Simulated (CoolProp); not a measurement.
n-perfluoropentane at 460.59 K and 0.289 MPa is throttled through a valve to 0.0487 MPa with no heat exchange. Each further row changes one setting.

Model: reference Helmholtz-energy equation of state, Gao 2022, in CoolProp.

```json
[
 {"case": "as stated", "temperature change (K)": "-1.4", "final density (kg/m³)": "[?]"},
 {"case": "outlet pressure 0.0146 MPa", "temperature change (K)": "[?]", "final density (kg/m³)": "[?]"},
 {"case": "outlet pressure 0.0633 MPa", "temperature change (K)": "-1.4", "final density (kg/m³)": "[?]"}
]
```

### Question
Fill in the missing entries.

### Answer

- as stated, final density (kg/m³): 3.70
- outlet pressure 0.0146 MPa, temperature change (K): -1.6
- outlet pressure 0.0146 MPa, final density (kg/m³): 1.10
- outlet pressure 0.0633 MPa, final density (kg/m³): 4.81
